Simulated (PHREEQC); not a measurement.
## Nickel, zinc or cadmium bath

A solution holds 7.1 mmol/kgw ZnSO4, 0.08 mmol/kgw NaOH and 19 mmol/kgw FeSO4, at 20 °C. Closed to the air; pH follows from the charge balance.

The numbers come from PHREEQC with the ion-association model, wateq4f.dat.

| Quantity | Result |
|---|---|
| pH | 7.30 |
| ionic strength | 0.0666 mol/kgw |
| total alkalinity | 0.0800 meq/kg |

| species | molality | activity | log γ |
|---|---|---|---|
| SO4-2 | 0.0163 | 0.00695 | -0.370 |
| Fe+2 | 0.0126 | 0.00570 | -0.346 |
| FeSO4 | 0.00632 | 0.00642 | 0.007 |
| Zn+2 | 0.00394 | 0.00177 | -0.346 |
| ZnSO4 | 0.00274 | 0.00278 | 0.007 |
| Zn(SO4)2-2 | 0.000386 | 0.000163 | -0.374 |
| Na+ | 7.74e-5 | 6.26e-5 | -0.093 |

No solid was allowed to form. The solution is supersaturated, for example in Zn4(OH)6SO4, Zn(OH)2-e, so a real one may precipitate; this is no full list.
